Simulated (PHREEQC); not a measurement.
A solution holds 0.00132 mol H2SeO3 and 0.06 mol NaF per kg of water, at 25 °C. Closed to the air; pH follows from the charge balance.

The numbers come from PHREEQC with the ion-association model, wateq4f.dat.

The pH comes out as 4.81 and the ionic strength is 0.0588 mol/kgw. The total alkalinity is -2.64 meq/kg.

```tsv
species	molality	activity	log γ
Na+	0.0588	0.0478	-0.089
F-	0.0572	0.0458	-0.097
HSeO3-	0.00131	0.00106	-0.091
NaF	0.00124	0.00126	0.006
HF	0.00105	0.00107	0.006
HF2-	0.000234	0.000188	-0.097
H+	1.83e-5	1.55e-5	-0.072
H2SeO3	9.17e-6	9.29e-6	0.006
H2F2	2.93e-6	2.97e-6	0.006
SeO3-2	4.98e-7	2.17e-7	-0.362
```

Precipitation was switched off in this run. Species that the database lacks are ignored.
